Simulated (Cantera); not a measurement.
MgO + Cl₂ (oxide etching and cleaning by halides)

Feed: 1 mol MgO, a varied amount of Cl₂, at 750 K and 0.133 bar.

Method: chemical equilibrium by Gibbs-energy minimisation in Cantera with the NASA 1993 tables (ideal gas, pure condensed phases). Candidate condensed phases: Mg, MgCl₂, MgO; 11 gas species. Rates play no part.

```json
[
 {"n(Cl₂) (mol)": "3.6", "log p Cl₂": "-0.93", "log p O₂": "-1.83", "log p Cl": "-6.03", "log p ClO": "-7.76", "log p MgCl₂": "-7.84", "n MgCl₂(s)": "0.719", "n MgO(s)": "0.281"},
 {"n(Cl₂) (mol)": "4.4", "log p Cl₂": "-0.93", "log p O₂": "-1.83", "log p Cl": "-6.03", "log p ClO": "-7.76", "log p MgCl₂": "-7.84", "n MgCl₂(s)": "0.878", "n MgO(s)": "0.122"},
 {"n(Cl₂) (mol)": "5.3", "log p Cl₂": "-0.92", "log p O₂": "-1.86", "log p Cl": "-6.03", "log p ClO": "-7.78", "log p MgCl₂": "-7.84", "n MgCl₂(s)": "1.000", "n MgO(s)": "0"},
 {"n(Cl₂) (mol)": "6.4", "log p Cl₂": "-0.91", "log p O₂": "-1.95", "log p Cl": "-6.02", "log p ClO": "-7.82", "log p MgCl₂": "-7.84", "n MgCl₂(s)": "1.000", "n MgO(s)": "0"},
 {"n(Cl₂) (mol)": "7.8", "log p Cl₂": "-0.91", "log p O₂": "-2.04", "log p Cl": "-6.02", "log p ClO": "-7.86", "log p MgCl₂": "-7.84", "n MgCl₂(s)": "1.000", "n MgO(s)": "0"},
 {"n(Cl₂) (mol)": "9.4", "log p Cl₂": "-0.90", "log p O₂": "-2.13", "log p Cl": "-6.02", "log p ClO": "-7.90", "log p MgCl₂": "-7.84", "n MgCl₂(s)": "1.000", "n MgO(s)": "0"},
 {"n(Cl₂) (mol)": "11", "log p Cl₂": "-0.90", "log p O₂": "-2.20", "log p Cl": "-6.01", "log p ClO": "-7.93", "log p MgCl₂": "-7.84", "n MgCl₂(s)": "1.000", "n MgO(s)": "0"},
 {"n(Cl₂) (mol)": "14", "log p Cl₂": "-0.89", "log p O₂": "-2.31", "log p Cl": "-6.01", "log p ClO": "-7.99", "log p MgCl₂": "-7.84", "n MgCl₂(s)": "1.000", "n MgO(s)": "0"},
 {"n(Cl₂) (mol)": "17", "log p Cl₂": "-0.89", "log p O₂": "-2.39", "log p Cl": "-6.01", "log p ClO": "-8.03", "log p MgCl₂": "-7.84", "n MgCl₂(s)": "1.000", "n MgO(s)": "0"},
 {"n(Cl₂) (mol)": "20", "log p Cl₂": "-0.89", "log p O₂": "-2.47", "log p Cl": "-6.01", "log p ClO": "-8.06", "log p MgCl₂": "-7.84", "n MgCl₂(s)": "1.000", "n MgO(s)": "0"},
 {"n(Cl₂) (mol)": "24", "log p Cl₂": "-0.88", "log p O₂": "-2.55", "log p Cl": "-6.01", "log p ClO": "-8.10", "log p MgCl₂": "-7.84", "n MgCl₂(s)": "1.000", "n MgO(s)": "0"},
 {"n(Cl₂) (mol)": "30", "log p Cl₂": "-0.88", "log p O₂": "-2.65", "log p Cl": "-6.01", "log p ClO": "-8.15", "log p MgCl₂": "-7.84", "n MgCl₂(s)": "1.000", "n MgO(s)": "0"}
]
```
log p: log10 of the partial pressure in bar; n: condensed amount in mol.

From 3.6 mol Cl₂ to 4.4 mol Cl₂ the condensed part is MgCl₂(s) + MgO(s). From 5.3 mol Cl₂ to 30 mol Cl₂ the condensed part is MgCl₂(s). The main Mg-bearing gas is MgCl₂ throughout.
